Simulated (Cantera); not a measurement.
An isothermal, constant-pressure homogeneous reactor starts with NO : N₂ = 1 : 0.92 (molar parts), at 1600 K and 1.80 bar.

Model: GRI-Mech 3.0 (53 species, 325 reactions), integrated in Cantera.

x: mole fraction; the columns are a selection and need not sum to one.

```
t (s)      x NO   x N₂  x O     x NO₂      x O₂     x N₂O
--------  -----  -----  ---  --------  --------  --------
6.00e-6   0.521  0.479    …   4.90e-8  2.06e-11   9.02e-8
3.60e-5   0.521  0.479    …   4.92e-7  2.29e-10   5.40e-7
0.000216  0.521  0.479    …   3.24e-6   2.48e-9   3.19e-6
0.00129   0.521  0.479    …   2.09e-5   7.16e-8   1.77e-5
0.00775   0.521  0.479    …  0.000148   7.77e-6   6.99e-5
0.0464    0.519  0.480    …  0.000385  0.000454  0.000103
0.278     0.512  0.483    …  0.000513   0.00383   9.98e-5
1.67      0.474  0.502    …  0.000889    0.0226   8.51e-5
10.0      0.327  0.576    …   0.00120    0.0959   4.01e-5
```

Problem. Some entries are withheld; supply them.

Solution. 
- 6.00e-6, x O: 4.13e-8
- 3.60e-5, x O: 5.01e-8
- 0.000216, x O: 5.61e-8
- 0.00129, x O: 9.41e-8
- 0.00775, x O: 3.35e-7
- 0.0464, x O: 7.37e-7
- 0.278, x O: 9.76e-7
- 1.67, x O: 1.78e-6
- 10.0, x O: 3.43e-6
